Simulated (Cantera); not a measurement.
Charge: 1 mol borazine, 0.24 mol O2, at 2000 K.

Equilibrium computed with Cantera from the NASA thermochemical tables; the gas is ideal and each condensed phase is pure. Candidate condensed phases: B, BN, B2O3, B3O3H3, H2O; 39 gas species. The feed counts by its element totals alone. Mutual solubility and eutectic melting of coexisting phases are not modelled. Equilibrium is a limit: real reactors are often held back by kinetics, nucleation or transport.

### Question
What share of the B ends up in condensed phases as a function of P (Pa), at 10, 46, 220, 1000, 4600, 22000, 100000?

### Answer
| P (Pa) | B condensed (%) | as |
|---|---|---|
| 10 | 83.6 | B(s) |
| 46 | 83.8 | B(s) + BN(s) |
| 220 | 83.9 | BN(s) |
| 1000 | 84.1 | BN(s) |
| 4600 | 84.6 | BN(s) |
| 22000 | 85.9 | BN(s) |
| 100000 | 87.6 | BN(s) |
